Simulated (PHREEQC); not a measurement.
Metal-bearing waste water (model solution)

Make-up at 25 °C: 170 mmol/kgw CdCl2, 140 mmol/kgw CuCl2, 81 mmol/kgw H2SO4 and 0.16 mmol/kgw NaCl. Closed to the air; pH follows from the charge balance.

Model: ion-association model, phreeqc.dat, run in PHREEQC.

Each row changes one thing in this solution. This is a speciation only: nothing precipitates in the calculation.

| case | pH | ionic strength (mol/kgw) | Cl- (mol/kgw) | Cu+2 (mol/kgw) | CuCl+ (mol/kgw) | CuCl2 (mol/kgw) |
|---|---|---|---|---|---|---|
| as made | 1.04 | 0.581 | 0.358 | 0.0999 | 0.0230 | 0.00158 |
| NaCl replaced by ZnCl2 at the same molality | 1.04 | 0.581 | 0.358 | 0.0999 | 0.0230 | 0.00158 |
| H2SO4 from 0.081 to 0.0162 mol/kgw | 1.66 | 0.503 | 0.352 | 0.107 | 0.0253 | 0.00179 |
| temperature from 25 to 60 °C | 1.11 | 0.501 | 0.310 | 0.0672 | (withheld) | 0.00498 |
| diluted 10-fold with water | 1.93 | 0.0793 | 0.0492 | 0.0118 | 0.000668 | 1.06e-5 |
| H2SO4 left out | 4.23 | 0.484 | 0.349 | (withheld) | 0.0264 | (withheld) |
| CdCl2 left out | 1.05 | 0.461 | 0.260 | (withheld) | 0.0183 | 0.000988 |

Problem. Fill in the missing entries.

Solution. 
- temperature from 25 to 60 °C, CuCl+ (mol/kgw): 0.0597
- H2SO4 left out, Cu+2 (mol/kgw): 0.112
- H2SO4 left out, CuCl2 (mol/kgw): 0.00189
- CdCl2 left out, Cu+2 (mol/kgw): 0.102

Species that the database lacks are ignored. At this temperature some constants are extrapolated from 25 °C, and those without enthalpy data are left unchanged.
